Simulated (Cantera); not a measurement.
Si3N4 + Cl2 + H2 (nitride etching)

Charge: 1 mol Si3N4, 18 mol Cl2, 3.3 mol H2, at 1225 K.

Equilibrium computed with Cantera from the NASA thermochemical tables; the gas is ideal and each condensed phase is pure. Candidate condensed phases: NH4Cl, Si, Si3N4; 28 gas species. The tables' values for SiCl3 are old estimates; treat these amounts as uncertain. Kinetics and transport are ignored.

From 1.00e-5 bar to 1.00 bar nothing is condensed. The main Si-bearing gas is SiCl4 throughout.

```json
[
 {"P (Pa)": "1", "log p Cl": "-5.30", "log p Cl2": "-6.17", "log p HCl": "-5.61", "log p SiCl4": "-5.96", "log p N2": "-6.13", "log p SiCl3": "-9.47", "log p SiCl2": "-12.09"},
 {"P (Pa)": "6.80", "log p Cl": "-4.65", "log p Cl2": "-4.88", "log p HCl": "-4.73", "log p SiCl4": "-5.08", "log p N2": "-5.25", "log p SiCl3": "-9.24", "log p SiCl2": "-12.50"},
 {"P (Pa)": "46", "log p Cl": "-4.13", "log p Cl2": "-3.84", "log p HCl": "-3.86", "log p SiCl4": "-4.20", "log p N2": "-4.38", "log p SiCl3": "-8.88", "log p SiCl2": "-12.67"},
 {"P (Pa)": "320", "log p Cl": "-3.67", "log p Cl2": "-2.91", "log p HCl": "-3.00", "log p SiCl4": "-3.34", "log p N2": "-3.52", "log p SiCl3": "-8.48", "log p SiCl2": "-12.73"},
 {"P (Pa)": "2200", "log p Cl": "-3.24", "log p Cl2": "-2.05", "log p HCl": "-2.15", "log p SiCl4": "-2.49", "log p N2": "-2.67", "log p SiCl3": "-8.07", "log p SiCl2": "-12.75"},
 {"P (Pa)": "15000", "log p Cl": "-2.81", "log p Cl2": "-1.20", "log p HCl": "-1.31", "log p SiCl4": "-1.66", "log p N2": "-1.83", "log p SiCl3": "-7.66", "log p SiCl2": "-12.76"},
 {"P (Pa)": "100000", "log p Cl": "-2.40", "log p Cl2": "-0.37", "log p HCl": "-0.49", "log p SiCl4": "-0.83", "log p N2": "-1.01", "log p SiCl3": "-7.25", "log p SiCl2": "<-12"}
]
```
log p: log10 of the partial pressure in bar; nothing condenses.
